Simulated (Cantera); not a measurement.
An isothermal, constant-pressure homogeneous reactor starts with CO : O2 : H2O : N2 = 0.022 : 0.07 : 0.00079 : 1 (molar parts), equivalence ratio 0.16, at 1025 K and 8.70 bar. Integrator tolerance rtol = 1e-08.

Model: GRI-Mech 3.0 (53 species, 325 reactions), integrated in Cantera.

What does this change do: temperature 1025 to 1250 K?


```
quantity                                              before                                      after
-----------------  -----------------------------------------  -----------------------------------------
x(CO) at 40.0 s     9.46e-5 (gas-phase equilibrium 4.15e-12)    1.60e-9 (gas-phase equilibrium 1.61e-9)
x(O2) at 40.0 s        0.0546 (gas-phase equilibrium 0.0545)      0.0545 (gas-phase equilibrium 0.0545)
x(H2O) at 40.0 s   0.000730 (gas-phase equilibrium 0.000730)  0.000730 (gas-phase equilibrium 0.000730)
x(H2O2) at 40.0 s   1.27e-9 (gas-phase equilibrium 1.94e-12)  1.85e-11 (gas-phase equilibrium 1.85e-11)
x(NO) at 40.0 s     8.43e-10 (gas-phase equilibrium 2.27e-5)   1.33e-6 (gas-phase equilibrium 0.000156)
x(H2) at 40.0 s       4.18e-9 (gas-phase equilibrium <1e-12)  3.68e-11 (gas-phase equilibrium 3.68e-11)
x(H) at 40.0 s       2.69e-12 (gas-phase equilibrium <1e-12)  1.00e-12 (gas-phase equilibrium 1.00e-12)
```
